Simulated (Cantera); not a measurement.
Charge: 1 mol BN, 0.036 mol H2, at 3073 K and 21.0 Pa.

Cantera equilibrium calculation (NASA polynomials, part measured and part estimated; ideal gas, pure solids and liquids). Candidate condensed phases: B, BN; 15 gas species. Kinetics and transport are ignored.

Base state: B 0.635, N2 0.317, H 0.0458, BN 0.000906, N 0.000857, B2 1.30e-5, H2 1.14e-5 (mole fractions); condensed: gas only.

Task: What changes in the equilibrium state with this change: H2 from 0.036 to 0.069 mol?

Result: 
| species | before | after |
|---|---|---|
| B | 0.635 | 0.610 |
| N2 | 0.317 | 0.304 |
| H | 0.0458 | 0.0842 |
| H2 | 1.14e-5 | 3.85e-5 |
| B2 | 1.30e-5 | 1.20e-5 |

Task: What changes in the equilibrium state with this change: H2 from 0.036 to 1.9 mol?

Result: 
```
species    before     after
-------  --------  --------
H          0.0458     0.713
B           0.635     0.189
N2          0.317    0.0943
H2        1.14e-5   0.00277
B2        1.30e-5   1.15e-6
BN       0.000906  0.000147
BH        5.42e-6   2.51e-5
```
